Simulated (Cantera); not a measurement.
**Low-pressure radical oxidation in H2/O2**

An isothermal, constant-pressure homogeneous reactor starts with H2 : O2 : N2 : H2O = 0.24 : 1 : 0.14 : 0.0085 (molar parts), equivalence ratio 0.12, at 1248 K and 2.63 Torr.

Model: GRI-Mech 3.0 (53 species, 325 reactions), integrated in Cantera. Radical loss at walls, strong at low pressure, is not modelled. The temperature is held fixed by assumption; the heat of reaction is taken as removed at once.

```csv
t (s),x H2,x O2,x HO2,x H2O2,x NO
0.000600,0.173,0.720,4.31e-8,7.07e-11,<1e-12
0.00270,0.172,0.720,3.95e-7,1.68e-9,<1e-12
0.0121,0.00795,0.616,1.66e-6,6.05e-8,5.30e-8
0.0545,0.00706,0.629,1.72e-6,6.67e-8,2.95e-7
0.245,0.00368,0.664,1.77e-6,8.15e-8,7.20e-7
1.10,0.000368,0.691,8.43e-7,5.08e-8,8.26e-7
4.95,1.98e-5,0.693,1.06e-7,1.20e-8,8.28e-7
22.2,1.97e-6,0.694,1.78e-8,2.61e-9,8.29e-7
100,3.21e-7,0.694,1.39e-8,6.49e-10,8.28e-7
```
x: mole fraction; the columns are a selection and need not sum to one.

Equilibrium at this temperature and pressure: H2 1.33e-7, O2 0.694, HO2 1.87e-8, H2O2 3.50e-10, NO 0.000190 (gas phase only).
